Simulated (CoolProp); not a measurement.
Vapour-liquid equilibrium of R134a (1) + R227EA (2) at 249.4 K; x and y are mole fractions of (1).

Values from CoolProp's multi-fluid Helmholtz-energy mixture model, Tillner-Roth 1994 and Lemmon 2016; pair parameters Bell 2016.

| x | bubble pressure, mixture model (bar) | bubble pressure, Raoult's law (bar) | y, mixture model | y, Raoult's law |
|---|---|---|---|---|
| 0.05 | 0.7565 | 0.7473 | 0.085 | 0.075 |
| 0.15 | 0.8114 | 0.7871 | 0.232 | 0.215 |
| 0.25 | 0.8620 | 0.8269 | 0.357 | 0.340 |
| 0.35 | 0.9085 | 0.8667 | 0.465 | 0.455 |
| 0.45 | 0.9511 | 0.9066 | 0.560 | 0.559 |
| 0.55 | 0.9900 | 0.9464 | 0.647 | 0.654 |
| 0.65 | 1.026 | 0.9862 | 0.729 | 0.742 |
| 0.75 | 1.058 | 1.026 | 0.806 | 0.823 |
| 0.85 | 1.087 | 1.066 | 0.883 | 0.898 |
| 0.95 | 1.114 | 1.106 | 0.960 | 0.967 |

The largest gap from Raoult's law is +4.9 % in bubble pressure, at x = 0.45. No azeotrope shows between x = 0.05 and 0.95.

Pair parameters are fitted to limited data, so mixtures are less certain than the pure fluids.
